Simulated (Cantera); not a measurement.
# Premixed flame

A freely propagating, adiabatic, planar premixed flame of 5.56 % CH4, 19.8 % O2, 74.6 % N2, unburnt at 350 K and 19000 Pa; mixture-averaged transport, grid criteria slope 0.08 and curve 0.16, no radiation.

Detailed kinetics in Cantera: GRI-Mech 3.0 (53 species, 325 reactions). Burning velocities carry a grid error of a few per cent, more on coarse grids.

```csv
z (mm),T (K),u (m/s),x CH4,x O2,x H,x CO,x HCN,x O
-8.94,350,0.274,0.0556,0.198,<1e-8,2.86e-6,<1e-8,<1e-8
-5.96,352,0.276,0.0554,0.198,<1e-8,3.33e-5,<1e-8,<1e-8
-4.47,361,0.283,0.0549,0.198,<1e-8,0.000164,<1e-8,<1e-8
-2.98,420,0.330,0.0518,0.194,<1e-8,0.00120,<1e-8,1.74e-8
-1.49,732,0.579,0.0359,0.169,3.29e-5,0.00798,<1e-8,3.45e-6
-0.745,1029,0.818,0.0199,0.143,0.000281,0.0156,1.99e-8,6.45e-5
0,1309,1.04,0.00480,0.113,0.00111,0.0215,3.48e-8,0.000788
0.745,1421,1.13,0.000366,0.0973,0.00197,0.0171,2.34e-8,0.00265
1.49,1461,1.16,1.78e-5,0.0923,0.00221,0.0112,<1e-8,0.00335
2.98,1510,1.19,4.57e-8,0.0892,0.00184,0.00521,<1e-8,0.00311
5.96,1562,1.23,<1e-8,0.0877,0.000973,0.00218,<1e-8,0.00211
11.9,1601,1.26,<1e-8,0.0872,0.000311,0.000999,<1e-8,0.00102
23.8,1622,1.27,<1e-8,0.0872,6.48e-5,0.000374,<1e-8,0.000363
```
x: mole fraction of selected species; z is measured from the peak of heat release.

```yaml
laminar_burning_velocity: 27.4 cm/s
thermal_thickness: 2.98 mm
peak x(H): 0.00221
peak x(CO): 0.0215
peak x(HCN): 3.53e-8
peak x(O): 0.00338
```
